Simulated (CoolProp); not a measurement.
Benzene at 293.15 K and 5.23 MPa flows at 0.9 m/s in a round tube of 4.6 mm bore and 1.5 µm roughness, fully developed (64/Re and Nu = 3.66 if laminar; Colebrook and Gnielinski if turbulent). Each further row changes one setting.

The numbers come from the reference Helmholtz-energy equation of state, Thol 2012 in CoolProp.

```csv
case,Reynolds number,Darcy friction factor,pressure drop (Pa/m),heat-transfer coefficient (W/(m² K)),mass flow (kg/h)
as stated,5400,0.0370,2870,1430,47.5
velocity 1.8 m/s,10800,0.0308,9570,2830,95.1
diameter 9.2 mm,10800,0.0305,1190,1410,190
```

Viscosity comes from a separate model (Avgeri 2014). Thermal conductivity comes from a separate model (Assael 2012).
